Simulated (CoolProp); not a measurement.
A simple Rankine cycle with isohexane: condensing at 304.15 K, boiler at 0.195 MPa, turbine inlet 357.4 K, turbine efficiency 0.65, pump efficiency 0.8, no recuperator. Each further row changes one setting.

Computed with CoolProp (reference Helmholtz-energy equation of state, Lemmon 2006). It is a short technical equation, of lower accuracy than the large ones.

| case | thermal efficiency (%) | net work (kJ/kg) | heat in (kJ/kg) | turbine exit temperature (K) | volume ratio over the turbine |
|---|---|---|---|---|---|
| as stated | [?] | 34.4 | 433 | [?] | 5.40 |
| turbine inlet 377.4 K | 7.7 | [?] | 474 | 355.6 | [?] |
| condensing temperature 296.15 K | 9.1 | 40.8 | 451 | 331.3 | 7.43 |
| boiler pressure 0.136 MPa | [?] | 27.7 | 436 | [?] | 3.73 |
| turbine efficiency 0.55 | 6.7 | 29.0 | 433 | 338.0 | 5.45 |

### Question
Some entries are withheld; supply them.

### Answer

- as stated, thermal efficiency (%): 7.9
- as stated, turbine exit temperature (K): 335.1
- turbine inlet 377.4 K, net work (kJ/kg): 36.7
- turbine inlet 377.4 K, volume ratio over the turbine: 5.37
- boiler pressure 0.136 MPa, thermal efficiency (%): 6.3
- boiler pressure 0.136 MPa, turbine exit temperature (K): 340.4
